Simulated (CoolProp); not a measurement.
Vapour-liquid equilibrium of n-butane (1) + cis-2-butene (2) at 0.0577 bar; x and y are mole fractions of (1).

Values from CoolProp's multi-fluid Helmholtz-energy mixture model, Bücker 2006 and Lemmon 2005; pair parameters Bell 2016.

Q: Give the bubble temperature and the first vapour's composition at x = 0.425, 0.875, 0.95. Is there an azeotrope?

A: x = 0.425: 217.1 K, y = 0.497; x = 0.875: 215.6 K, y = 0.895; x = 0.95: 215.4 K, y = 0.958. No azeotrope shows between x = 0.05 and 0.95.

Pair parameters are fitted to limited data, so mixtures are less certain than the pure fluids.
